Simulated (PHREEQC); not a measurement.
**Nickel, zinc or cadmium bath: speciation**

Solution (50 °C): 0.03 mol Ni(NO3)2, 6.5e-05 mol H3BO3 and 0.0015 mol H2SO4 per kg of water. Closed to the air; pH follows from the charge balance.

The numbers come from PHREEQC with the ion-association model, wateq4f.dat.

```
Property                   Value
----------------  --------------
pH                          2.63
ionic strength    0.0916 mol/kgw
total alkalinity    -3.00 meq/kg
```

```
species     molality  activity   log γ
----------  --------  --------  ------
NO3-          0.0600    0.0451  -0.124
Ni+2          0.0294    0.0107  -0.438
H+           0.00286   0.00235  -0.085
SO4-2       0.000709  0.000261  -0.434
NiSO4       0.000651  0.000665   0.009
HSO4-       0.000140  0.000108  -0.111
H3BO3        6.50e-5   6.64e-5   0.009
Ni(SO4)2-2   2.09e-8   7.64e-9  -0.438
NiOH+        4.08e-9   3.17e-9  -0.110
```

No solid was allowed to form. At this temperature some constants are extrapolated from 25 °C, and those without enthalpy data are left unchanged.
